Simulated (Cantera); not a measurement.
Equilibrium for silicon nitride deposition: Si2Cl6 + N2 + H2

Charge: 1 mol Si2Cl6, 0.66 mol N2, 58 mol H2, equilibrated at 1750 °C and 7.00 Pa.

Method: chemical equilibrium by Gibbs-energy minimisation in Cantera with the NASA 1993 tables (ideal gas, pure condensed phases). Candidate condensed phases: NH4Cl, Si, Si3N4; 28 gas species. The feed counts by its element totals alone. The tables' values for SiCl are old estimates; treat these amounts as uncertain. Rates play no part.

```yaml
x(H2): 0.690
x(H): 0.189
x(HCl): 0.0692
x(Si): 0.0271
x(Cl): 0.0140
x(N2): 0.00932
x(SiCl2): 0.000537
x(SiCl): 0.000502
x(SiH): 0.000121
gas_amount: 70.78 mol
log10 activity of Si(l) (absent): -1.48
```
